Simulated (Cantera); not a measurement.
An isothermal, constant-pressure homogeneous reactor starts with 27.0 % C2H6, 73.0 % N2, at 1625 K and 0.0660 bar.

Detailed kinetics in Cantera: GRI-Mech 3.0 (53 species, 325 reactions). GRI-Mech 3.0 stops at C3 and has no aromatics, soot or wall deposition, so with more carbon than oxygen in the feed, carbon stays in small species such as C2H2 where larger ones or solid carbon would form.

Question: Predict: x(C2H6) at 5.00 s; x(CH3) at 5.00 s; x(H2) at 5.00 s; x(C2H) at 5.00 s; x(CH2) at 5.00 s; x(C2H2) at 5.00 s; x(HCN) at 5.00 s.

Answer: 
* **x(C2H6) at 5.00 s**: 1.66e-7 (gas-phase equilibrium 1.95e-8)
* **x(CH3) at 5.00 s**: 4.00e-5 (gas-phase equilibrium 1.07e-5)
* **x(H2) at 5.00 s**: 0.346 (gas-phase equilibrium 0.349)
* **x(C2H) at 5.00 s**: 3.07e-7 (gas-phase equilibrium 2.07e-7)
* **x(CH2) at 5.00 s**: 1.75e-8 (gas-phase equilibrium 4.81e-9)
* **x(C2H2) at 5.00 s**: 0.174 (gas-phase equilibrium 0.115)
* **x(HCN) at 5.00 s**: 9.02e-7 (gas-phase equilibrium 0.120)
